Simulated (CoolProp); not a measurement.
Properties of hexamethyldisiloxane (MM) along the isobar 0.101 MPa.

Computed with CoolProp (reference Helmholtz-energy equation of state, Thol 2016).

| T (°C) | phase | Z | cv (kJ/(kg K)) | speed of sound (m/s) | Joule-Thomson coefficient (K/MPa) | isothermal compressibility (1/MPa) |
|---|---|---|---|---|---|---|
| -17.65 | liquid | 0.009605 | 1.448 | 1030 | [?] | 0.001456 |
| 8.15 | liquid | 0.009021 | 1.503 | 935.2 | -0.4327 | 0.001818 |
| 34.05 | liquid | 0.008560 | 1.564 | 843.4 | -0.3906 | 0.002305 |
| 59.95 | liquid | 0.008202 | 1.629 | 754.2 | -0.3389 | 0.002981 |
| 85.85 | liquid | 0.007935 | 1.695 | [?] | -0.2731 | 0.003968 |
| 111.65 | gas | 0.9437 | 1.686 | 134.9 | [?] | 10.53 |
| 137.55 | gas | 0.9561 | 1.752 | 141.0 | 18.82 | 10.38 |
| 163.45 | gas | 0.9649 | 1.816 | 146.6 | 15.02 | 10.27 |
| 189.25 | gas | 0.9715 | 1.879 | 151.8 | 12.33 | 10.20 |
| 215.15 | gas | 0.9765 | 1.940 | 156.6 | 10.35 | 10.14 |
| 241.05 | gas | 0.9805 | 1.999 | 161.3 | 8.854 | 10.10 |
| 266.85 | gas | 0.9836 | 2.055 | 165.7 | 7.698 | 10.07 |
| 292.75 | gas | 0.9862 | 2.110 | 170.0 | 6.766 | 10.04 |
| 318.65 | gas | 0.9883 | 2.162 | 174.2 | 5.999 | 10.02 |

### Question
Fill in the missing entries.

### Answer

- -17.65, Joule-Thomson coefficient (K/MPa): -0.4671
- 85.85, speed of sound (m/s): 666.7
- 111.65, Joule-Thomson coefficient (K/MPa): 24.40
